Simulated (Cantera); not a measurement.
Input (Python, Cantera) and output of one run.

```python
import numpy as np
import cantera as ct

gas_names = """
    Fe FeO Fe(OH)2 H HNO HNO2 HNO3 HO2 H2 H2O H2O2 N NH NH2 NH3 NH2OH NO NO2 NO3 N2 N2H2 N2H4 N2O O OH
    O2 O3
""".split()
cond_names = """
    Fe(a) Fe(c) Fe(d) Fe(L) FeO(s) FeO(L) Fe(OH)2(s) Fe(OH)3(s) Fe2O3(s) Fe3O4(s) H2O(s) H2O(L)
""".split()


# ... load() reads the species with a 1 bar reference pressure and builds the phases ...
atoms = {
    'Fe3O4': {'Fe': 3, 'O': 4},
    'H2': {'H': 2},
    'N2': {'N': 2},
}
top_T = {'Fe2O3(s)': 1830, 'Fe3O4(s)': 1870}  # K; cautious upper limits of use, not melting points


# ... equilibrate(T, P, feed) seeds the gas with the atoms and calls Mixture.equilibrate('TP', solver="vcs", rtol=1e-11, max_steps=5000) ...
results = []
P = 133.322  # Pa
for T in [998, 1148, 1298, 1448, 1598, 1748, 1898, 2048, 2198]:
    for m in [6.5, 11, 19, 32, 54, 93, 160, 270, 460]:
        feed = {'Fe3O4': 1, 'H2': m, 'N2': 1.9}  # mol
        mix = equilibrate(T, P, feed)
        results.append((T, P, feed, dict(zip(mix.species_names, mix.species_moles))))

for T, P, feed, n in results:
    print(f"{T:7g} {feed['H2']:10.4g}  " + (" + ".join(c for c in cond_names if n.get(c, 0) > 1e-12) or "gas only"))
```

Result:

```
    998        6.5  FeO(s)
    998         11  Fe(a) + FeO(s)
    998         19  Fe(a) + FeO(s)
    998         32  Fe(a)
    998         54  Fe(a)
    998         93  Fe(a)
    998        160  Fe(a)
    998        270  Fe(a)
    998        460  Fe(a)
   1148        6.5  Fe(a) + FeO(s)
   1148         11  Fe(a) + FeO(s)
   1148         19  Fe(a) + FeO(s)
   1148         32  Fe(a)
   1148         54  Fe(a)
   1148         93  Fe(a)
   1148        160  Fe(a)
   1148        270  Fe(a)
   1148        460  Fe(a)
   1298        6.5  Fe(c) + FeO(s)
   1298         11  Fe(c) + FeO(s)
   1298         19  Fe(c)
   1298         32  Fe(c)
   1298         54  Fe(c)
   1298         93  Fe(c)
   1298        160  Fe(c)
   1298        270  Fe(c)
   1298        460  Fe(c)
   1448        6.5  Fe(c) + FeO(s)
   1448         11  Fe(c) + FeO(s)
   1448         19  Fe(c)
   1448         32  Fe(c)
   1448         54  Fe(c)
   1448         93  Fe(c)
   1448        160  Fe(c)
   1448        270  Fe(c)
   1448        460  Fe(c)
   1598        6.5  Fe(c) + FeO(s)
   1598         11  Fe(c) + FeO(s)
   1598         19  Fe(c)
   1598         32  Fe(c)
   1598         54  Fe(c)
   1598         93  Fe(c)
   1598        160  Fe(c)
   1598        270  Fe(c)
   1598        460  Fe(c)
   1748        6.5  Fe(d) + FeO(L)
   1748         11  Fe(d) + FeO(L)
   1748         19  Fe(d)
   1748         32  Fe(d)
   1748         54  Fe(d)
   1748         93  Fe(d)
   1748        160  Fe(d)
   1748        270  Fe(d)
   1748        460  gas only
   1898        6.5  Fe(L) + FeO(L)
   1898         11  Fe(L) + FeO(L)
   1898         19  Fe(L)
   1898         32  gas only
   1898         54  gas only
   1898         93  gas only
   1898        160  gas only
   1898        270  gas only
   1898        460  gas only
   2048        6.5  FeO(L)
   2048         11  gas only
   2048         19  gas only
   2048         32  gas only
   2048         54  gas only
   2048         93  gas only
   2048        160  gas only
   2048        270  gas only
   2048        460  gas only
   2198        6.5  gas only
   2198         11  gas only
   2198         19  gas only
   2198         32  gas only
   2198         54  gas only
   2198         93  gas only
   2198        160  gas only
   2198        270  gas only
   2198        460  gas only
```

Method: chemical equilibrium by Gibbs-energy minimisation in Cantera with the NASA 1993 tables (ideal gas, pure condensed phases). Each liquid is taken as pure. Mutual solubility and eutectic melting of coexisting phases are not modelled. The tables' stoichiometric FeO is somewhat more stable than real wüstite, so its field is too wide. FeO: taken at fixed stoichiometry.
